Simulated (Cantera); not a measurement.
Cantera with NASA thermochemical tables; ideal gases at 1 bar, condensed phases pure. Values are per mole of reaction as written; species without (g) are pure solids or liquids, kept so even where they would boil at 1 bar.

Nb + O₂(g) = NbO₂

```json
[
 {"T (K)": "300", "ΔH° (kJ)": "___", "ΔS° (J/K)": "___", "ΔG° (kJ)": "___", "log10 K": "___"},
 {"T (K)": "1348", "ΔH° (kJ)": "___", "ΔS° (J/K)": "___", "ΔG° (kJ)": "___", "log10 K": "___"},
 {"T (K)": "1398", "ΔH° (kJ)": "-772.1", "ΔS° (J/K)": "-160.7", "ΔG° (kJ)": "-547.4", "log10 K": "20.45"},
 {"T (K)": "1448", "ΔH° (kJ)": "-771.3", "ΔS° (J/K)": "-160.1", "ΔG° (kJ)": "-539.4", "log10 K": "19.46"},
 {"T (K)": "1498", "ΔH° (kJ)": "___", "ΔS° (J/K)": "___", "ΔG° (kJ)": "___", "log10 K": "___"},
 {"T (K)": "1548", "ΔH° (kJ)": "___", "ΔS° (J/K)": "___", "ΔG° (kJ)": "___", "log10 K": "___"},
 {"T (K)": "1598", "ΔH° (kJ)": "-768.9", "ΔS° (J/K)": "-158.5", "ΔG° (kJ)": "-515.5", "log10 K": "16.85"},
 {"T (K)": "1648", "ΔH° (kJ)": "-768.1", "ΔS° (J/K)": "-158.1", "ΔG° (kJ)": "-507.6", "log10 K": "16.09"}
]
```

Question: What belongs in the gaps?

Answer: 
- 300, ΔH° (kJ): -794.9
- 300, ΔS° (J/K): -187.1
- 300, ΔG° (kJ): -738.8
- 300, log10 K: 128.64
- 1348, ΔH° (kJ): -773.0
- 1348, ΔS° (J/K): -161.4
- 1348, ΔG° (kJ): -555.5
- 1348, log10 K: 21.52
- 1498, ΔH° (kJ): -770.5
- 1498, ΔS° (J/K): -159.6
- 1498, ΔG° (kJ): -531.4
- 1498, log10 K: 18.53
- 1548, ΔH° (kJ): -769.7
- 1548, ΔS° (J/K): -159.0
- 1548, ΔG° (kJ): -523.4
- 1548, log10 K: 17.66
